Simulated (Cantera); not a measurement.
An adiabatic, constant-volume homogeneous reactor starts with CH4 : O2 : N2 = 1 : 2.53 : 9.52 (molar parts), at 1725 K and 2.07 atm. Integrator tolerance rtol = 1e-08.

Computed with Cantera and GRI-Mech 3.0 (53 species, 325 reactions).

Task: What does this change do: N2 9.52 to 26 parts?

Result: 
```tsv
quantity	before	after
time of steepest temperature rise	89.0 µs	0.180 ms
temperature at 6.00 s	2947 K	2518 K
equilibrium temperature	2947 K	2518 K
x(CH4) at 6.00 s	<1e-12 (gas-phase equilibrium <1e-12)	<1e-12 (gas-phase equilibrium <1e-12)
x(O2) at 6.00 s	0.0413 (gas-phase equilibrium 0.0413)	0.0162 (gas-phase equilibrium 0.0162)
x(C2H4) at 6.00 s	<1e-12 (gas-phase equilibrium <1e-12)	<1e-12 (gas-phase equilibrium <1e-12)
x(HO2) at 6.00 s	1.72e-5 (gas-phase equilibrium 1.72e-5)	2.30e-6 (gas-phase equilibrium 2.30e-6)
x(H2O2) at 6.00 s	7.51e-7 (gas-phase equilibrium 7.51e-7)	1.03e-7 (gas-phase equilibrium 1.03e-7)
x(C2H2) at 6.00 s	<1e-12 (gas-phase equilibrium <1e-12)	<1e-12 (gas-phase equilibrium <1e-12)
```

Task: What does this change do: 0.18 parts H2 added?

Result: 
```csv
quantity,before,after
time of steepest temperature rise,89.0 µs,59.9 µs
temperature at 6.00 s,2947 K,2969 K
equilibrium temperature,2947 K,2969 K
x(CH4) at 6.00 s,<1e-12 (gas-phase equilibrium <1e-12),<1e-12 (gas-phase equilibrium <1e-12)
x(O2) at 6.00 s,0.0413 (gas-phase equilibrium 0.0413),0.0369 (gas-phase equilibrium 0.0369)
x(C2H4) at 6.00 s,<1e-12 (gas-phase equilibrium <1e-12),<1e-12 (gas-phase equilibrium <1e-12)
x(HO2) at 6.00 s,1.72e-5 (gas-phase equilibrium 1.72e-5),1.70e-5 (gas-phase equilibrium 1.70e-5)
x(H2O2) at 6.00 s,7.51e-7 (gas-phase equilibrium 7.51e-7),7.83e-7 (gas-phase equilibrium 7.83e-7)
x(C2H2) at 6.00 s,<1e-12 (gas-phase equilibrium <1e-12),<1e-12 (gas-phase equilibrium <1e-12)
```
